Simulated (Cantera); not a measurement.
Input: 1 mol B, 33 mol N2, 0.72 mol O2, at 12.0 Pa.

Cantera equilibrium calculation (NASA polynomials, part measured and part estimated; ideal gas, pure solids and liquids). Candidate condensed phases: B, BN, B2O3; 17 gas species. N2 is the only nitrogen source here; it is nearly inert below about 1500 K, so the nitride shown seldom forms there in practice. Mutual solubility and eutectic melting of coexisting phases are not modelled. The numbers say what is thermodynamically allowed, not how fast it happens.

**Question.** Which condensed phases are stable at each of these points (T (°C)): 525, 625, 725, 825, 925, 1025, 1125, 1225, 1325, 1425, 1525?

**Answer.** 
```tsv
T (°C)	condensed phases	B condensed (%)
525	BN(s) + B2O3(l)	100.0
625	BN(s) + B2O3(l)	100.0
725	BN(s) + B2O3(l)	100.0
825	BN(s) + B2O3(l)	100.0
925	BN(s) + B2O3(l)	99.5
1025	BN(s) + B2O3(l)	90.0
1125	BN(s)	1.5
1225	gas only	0.0
1325	gas only	0.0
1425	gas only	0.0
1525	gas only	0.0
```

From 525 °C to 1025 °C the condensed part is BN(s) + B2O3(l). At 1125 °C the condensed part is BN(s). From 1225 °C to 1525 °C nothing is condensed.
